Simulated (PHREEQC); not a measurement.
Model water analysis in mg/kgw, 25 °C, pH 6.45, pe 2: Na 172; K 7.5; Ca 196; Mg 52.5; Cl 173; S(6) as SO4 343; Alkalinity as HCO3 597; Li 0.0319.

Valence states are taken as typed.

The numbers come from PHREEQC with the ion-association model, phreeqc.dat.

Precipitation was switched off in this run.

**Question.** What ionic strength, specific conductance, charge-balance error does the model give?

**Answer.** ionic strength 0.0280 mol/kgw; specific conductance 1930 µS/cm; charge-balance error -0.1 %.

**Question.** In which forms is Mg present?

**Answer.** Mg+2 80 %, MgSO4 15 %, MgHCO3+ 4.9 % of the Mg.
